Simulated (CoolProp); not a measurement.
R134a along the isobar 19100 kPa: fugacity coefficient from the reference equation and from simpler models built on Tc = 101.1 °C, pc = 4059 kPa, ω = 0.327; each cubic takes its own stable root.

The numbers come from the reference Helmholtz-energy equation of state, Tillner-Roth 1994 in CoolProp.

```tsv
T (°C)	phase	reference	van der Waals	Redlich-Kwong	Soave-Redlich-Kwong	Peng-Robinson
59.25	liquid	0.1192	0.2323	0.1572	(withheld)	0.1217
67.45	liquid	0.1386	0.2488	0.1765	0.1564	0.1417
75.65	liquid	0.1595	0.2655	0.1965	0.1802	0.1633
83.85	liquid	0.1818	0.2823	0.2173	0.2054	0.1862
91.95	liquid	0.2051	0.2991	0.2384	0.2317	0.2101
100.15	liquid	0.2297	0.3161	0.2602	0.2595	0.2355
108.35	supercritical	0.2554	0.3332	0.2824	0.2883	0.2618
116.45	supercritical	0.2814	0.3501	0.3045	0.3175	0.2885
124.65	supercritical	0.3085	0.3672	0.3271	0.3477	0.3161
132.85	supercritical	0.3360	0.3842	0.3497	0.3782	0.3441
140.95	supercritical	0.3634	0.4009	0.3720	0.4085	0.3719
149.15	supercritical	0.3912	0.4177	0.3944	0.4391	0.4001
157.35	supercritical	0.4190	0.4344	0.4166	0.4695	(withheld)
165.55	supercritical	0.4465	0.4508	0.4385	0.4995	0.4558
173.65	supercritical	0.4734	0.4669	0.4599	0.5285	0.4827
181.85	supercritical	0.5001	(withheld)	0.4810	0.5573	0.5095
```

**Question.** Some entries are withheld; supply them.

**Answer.** 
- 59.25, Soave-Redlich-Kwong: 0.1344
- 157.35, Peng-Robinson: 0.4281
- 181.85, van der Waals: 0.4830
